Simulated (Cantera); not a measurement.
A closed system holds: 1 mol MgSO₄, 4.8 mol CO₂, 0.035 mol H₂O, equilibrated at 327 °C and 0.160 bar.

Method: chemical equilibrium by Gibbs-energy minimisation in Cantera with the NASA 1993 tables (ideal gas, pure condensed phases). Candidate condensed phases: C, C₆H₆, C₇H₈, C₈H₁₈, H₂O, H₂SO₄, Mg, MgCO₃, MgO, Mg(OH)₂, MgS, MgSO₄, S; 130 gas species. Kinetics and transport are ignored.

Q: What is the equilibrium state?

A: 
```
Quantity                                    Value
--------------------------------------  ---------
x(CO₂)                                      0.993
x(H₂O)                                    0.00724
n(MgSO₄(s))                              1.00 mol
gas amount                              4.835 mol
log10 activity of H₂SO₄(l) (absent)        -16.80
log10 activity of C(graphite) (absent)     -22.57
log10 activity of S(l) (absent)            -25.69
```
